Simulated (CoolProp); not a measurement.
A single-stage vapour-compression cycle with fluoroethane (R161): evaporating at 255.15 K (dew point), condensing at 324.15 K (bubble point), superheat 5 K, subcooling 5 K, compressor efficiency 0.9, no pressure losses. Each further row changes one setting.

Model: reference Helmholtz-energy equation of state, Wu 2012, in CoolProp.

```
case                              cooling COP  pressure ratio  discharge temperature (K)  refrigerating effect (kJ/kg)  volumetric capacity (kJ/m³)
--------------------------------  -----------  --------------  -------------------------  ----------------------------  ---------------------------
as stated                                2.46            7.70                      363.8                           266                         1440
evaporating temperature 260.15 K         2.77            6.38                      360.3                             …                         1750
condensing temperature 319.15 K             …               …                      357.4                           278                         1510
subcooling 10 K                          2.58            7.70                      363.8                           278                         1510
superheat 15 K                           2.46            7.70                      373.7                           278                         1440
compressor efficiency 0.8                2.19            7.70                      371.6                           266                         1440
```

Question: Fill in the missing entries.

Answer: 
- evaporating temperature 260.15 K, refrigerating effect (kJ/kg): 270
- condensing temperature 319.15 K, cooling COP: 2.75
- condensing temperature 319.15 K, pressure ratio: 6.85
